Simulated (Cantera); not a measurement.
Charge: 1 mol C₃H₆, 0.21 mol O₂, at 2.48 Torr.

These are equilibrium values from Cantera (NASA tables, ideal gas, pure condensed phases), not measurements of a reactor. Candidate condensed phases: C, C₆H₆, C₇H₈, C₈H₁₈, H₂O; 110 gas species. Equilibrium is a limit: real reactors are often held back by kinetics, nucleation or transport.

Problem. What share of the C ends up in condensed phases as a function of T (K), at 1423, 1573, 1723, 1873, 2023, 2173, 2323, 2473, 2623, 2773?

Solution. 
```
T (K)  C condensed (%)           as
-----  ---------------  -----------
1423              86.0  C(graphite)
1573              86.0  C(graphite)
1723              86.0  C(graphite)
1873              85.9  C(graphite)
2023              85.8  C(graphite)
2173              85.6  C(graphite)
2323              85.1  C(graphite)
2473              84.4  C(graphite)
2623              83.0  C(graphite)
2773              78.4  C(graphite)
```
